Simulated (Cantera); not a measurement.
Feed: 1 mol BN, 7.6 mol F₂, at 6.50 Pa.

Method: chemical equilibrium by Gibbs-energy minimisation in Cantera with the NASA 1993 tables (ideal gas, pure condensed phases). Candidate condensed phases: B, BN; 13 gas species. The numbers say what is thermodynamically allowed, not how fast it happens. All values below are at 1375 °C.

Base state: F 0.891, BF₃ 0.0730, N₂ 0.0365 (mole fractions); condensed: gas only.

### Question
What changes in the equilibrium state with this change: BN replaced by Si₃N₄?

### Answer
| species | before | after |
|---|---|---|
| F | 0.891 | 0.390 |
| SiF₄ | 0 | 0.366 |
| N₂ | 0.0365 | 0.244 |
| BF₃ | 0.0730 | 0 |
Further candidate phases: Si, Si₃N₄.
